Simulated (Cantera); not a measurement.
Charge: 1 mol Si, 9 mol Cl₂, 26 mol N₂, equilibrated at 0.000870 bar.

Equilibrium computed with Cantera from the NASA thermochemical tables; the gas is ideal and each condensed phase is pure. Candidate condensed phases: Si, Si₃N₄; 13 gas species. The tables' values for SiCl₃ are old estimates; treat these amounts as uncertain. Equilibrium is a limit: real reactors are often held back by kinetics, nucleation or transport. All values below are at 1175 °C.

Base state: N₂ 0.659, Cl 0.275, Cl₂ 0.0399, SiCl₄ 0.0253, SiCl₃ 6.12e-5 (mole fractions); condensed: gas only.

Problem. What changes in the equilibrium state with this change: pressure from 0.000870 bar to 0.210 bar?

Solution. 
| species | before | after |
|---|---|---|
| N₂ | 0.659 | 0.750 |
| Cl₂ | 0.0399 | 0.183 |
| Cl | 0.275 | 0.0380 |
| SiCl₄ | 0.0253 | 0.0289 |
| SiCl₃ | 6.12e-5 | 2.10e-6 |
